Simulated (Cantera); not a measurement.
Input: 1 mol TiO2, a varied amount of H2, 0.42 mol H2O, at 0.133 bar.

Method: chemical equilibrium by Gibbs-energy minimisation in Cantera with the NASA 1993 tables (ideal gas, pure condensed phases). Candidate condensed phases: H2O, Ti, TiO, TiO2, Ti2O3, Ti3O5, Ti4O7; 12 gas species. Mutual solubility and eutectic melting of coexisting phases are not modelled. Condensed phases not in the tables: Magnéli phases beyond Ti4O7. Gases not in the tables: TiO(OH)2. Rates play no part.

Problem. What condenses at these points (T in K, n(H2) in mol): (1400, 400); (1200, 110); (1325, 160); (1300, 230); (1375, 66); (1300, 570); (1475, 330); (1225, 190)?

Solution. 
```csv
T (K),n(H2) in mol,condensed phases,Ti condensed (%)
1400,400,Ti3O5 + Ti4O7,100.0
1200,110,TiO2,100.0
1325,160,TiO2 + Ti4O7,100.0
1300,230,Ti4O7,100.0
1375,66,TiO2,100.0
1300,570,Ti4O7,100.0
1475,330,Ti3O5,100.0
1225,190,TiO2,100.0
```
